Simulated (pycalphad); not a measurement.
All values are pycalphad results on the COST 507 light-alloy database (1999) (1 atm), not direct measurements. The data set is of 1999 and partly superseded. The system is extrapolated from its subsystems; higher-order compounds may be missing.

### Question
How does the equilibrium phase assembly of Al-3.57Cu-11.75Si (at.%) change on cooling from 1850 K to 500 K?

### Answer
```
T (K)                  phases above                      phases below
-----  ----------------------------  --------------------------------
852.0                        LIQUID               DIAMOND_A4 + LIQUID
835.9           DIAMOND_A4 + LIQUID      DIAMOND_A4 + FCC_A1 + LIQUID
785.2  DIAMOND_A4 + FCC_A1 + LIQUID  ALCU_THETA + DIAMOND_A4 + FCC_A1
```
Changes were sought between steps of 50 K, so a narrower field can be missed.

Database names, with the compositions (at.%) that they take in these runs: ALCU_THETA: Al 67 Cu 32. FCC_A1 is fcc; DIAMOND_A4 is diamond (Si).
